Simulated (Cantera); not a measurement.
Feed: 1 mol Fe₃O₄, 110 mol H₂, at 13.3 mbar.

Equilibrium computed with Cantera from the NASA thermochemical tables; the gas is ideal and each condensed phase is pure. Candidate condensed phases: Fe, FeO, Fe(OH)₂, Fe(OH)₃, Fe₂O₃, Fe₃O₄, H₂O; 12 gas species. Kinetics and transport are ignored. All values below are at 1600 K.

Base state: H₂ 0.963, H₂O 0.0364, H 0.000462, Fe 8.22e-5 (mole fractions); condensed: Fe(γ).

Problem. What changes in the equilibrium state with this change: Fe₃O₄ replaced by V₂O₅?

Solution. 
```
species         before     after
------------  --------  --------
H₂               0.963     0.981
H₂O             0.0364    0.0182
H             0.000462  0.000466
Fe             8.22e-5         0
Fe(γ), mol        2.99         0
V₂O₃(s), mol         0     1.000
```
Condensed phases not in the tables: the oxides between V₂O₃ and V₂O₅ other than VO₂. Further candidate phases: V, VO, V₂O₃, V₂O₄, V₂O₅.
